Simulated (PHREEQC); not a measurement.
Make-up at 20 °C: 0.11 mol/kgw FeCl3, 0.00053 mol/kgw CaCl2 and 9.2e-05 mol/kgw NaHCO3. Closed to the air; pH follows from the charge balance.

The numbers come from PHREEQC with the ion-association model, phreeqc.dat.

No solid was allowed to form.

Question: Order these Fe species by the share of Fe that they hold, largest first: FeCl2+, Fe2(OH)2+4, Fe+3, FeCl+2, FeOH+2.

Answer: FeCl+2 (46 %), Fe+3 (26 %), FeCl2+ (13 %), Fe2(OH)2+4 (9.0 %), FeOH+2 (4.0 %)

Question: Order these Cl species by the share of Cl that they hold, largest first: FeCl3, Cl-, FeCl2+, FeCl+2.

Answer: Cl- (76 %), FeCl+2 (15 %), FeCl2+ (8.9 %), FeCl3 (0.14 %)

The pH is 1.89 and the ionic strength 0.427 mol/kgw. The solution is supersaturated, for example in Hematite (slow to form), Goethite (slow to form), so a real one may precipitate; this is no full list.
